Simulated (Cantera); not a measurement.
Feed: 1 mol Pb, 2.3 mol CO, 0.65 mol H2, held at 28.0 mbar.

Equilibrium computed with Cantera from the NASA thermochemical tables; the gas is ideal and each condensed phase is pure. Candidate condensed phases: C, C6H6, C7H8, C8H18, H2O, Pb, PbO, PbO2, Pb3O4; 113 gas species. Kinetics and transport are ignored.

log p: log10 of the partial pressure in bar; n: condensed amount in mol.

```tsv
T (K)	log p CO	log p Pb	log p H2	log p CO2	log p H	log p H2O	log p Pb2	n C(graphite)	n Pb(l)
1250	-1.68	-2.87	-2.23	-5.38	___	-5.74	-7.09	0.000621	0.852
1275	-1.69	-2.72	-2.24	-5.54	___	-5.86	-6.84	0.000447	0.787
1300	-1.70	-2.58	-2.25	-5.69	___	-6.00	-6.60	0.000323	0.695
1325	-1.72	-2.44	-2.27	-5.85	___	-6.13	-6.37	0.000233	0.564
1350	-1.74	-2.31	-2.29	-6.02	___	-6.28	-6.15	0	0.375
1375	-1.78	-2.18	-2.33	-6.21	___	-6.44	-5.94	0	0.0962
1400	-1.79	-2.15	-2.34	-6.34	___	-6.55	-5.91	0	0
1425	-1.79	-2.15	-2.34	-6.45	___	-6.64	-5.95	0	0
1450	-1.79	-2.15	-2.34	-6.55	___	-6.73	-5.99	0	0
1475	-1.79	-2.15	-2.34	-6.66	___	-6.81	-6.03	0	0
1500	-1.79	-2.15	-2.34	-6.75	___	-6.89	-6.07	0	0
1525	-1.79	-2.15	-2.34	-6.85	___	-6.97	-6.10	0	0
1550	-1.79	-2.15	-2.34	-6.94	___	-7.04	-6.14	0	0
1575	-1.79	-2.15	-2.34	-6.98	___	-7.07	-6.17	0	0
```

Q: Complete the blanks.

A: 
- 1250, log p H: -7.43
- 1275, log p H: -7.25
- 1300, log p H: -7.08
- 1325, log p H: -6.92
- 1350, log p H: -6.77
- 1375, log p H: -6.63
- 1400, log p H: -6.48
- 1425, log p H: -6.33
- 1450, log p H: -6.19
- 1475, log p H: -6.06
- 1500, log p H: -5.92
- 1525, log p H: -5.79
- 1550, log p H: -5.67
- 1575, log p H: -5.55
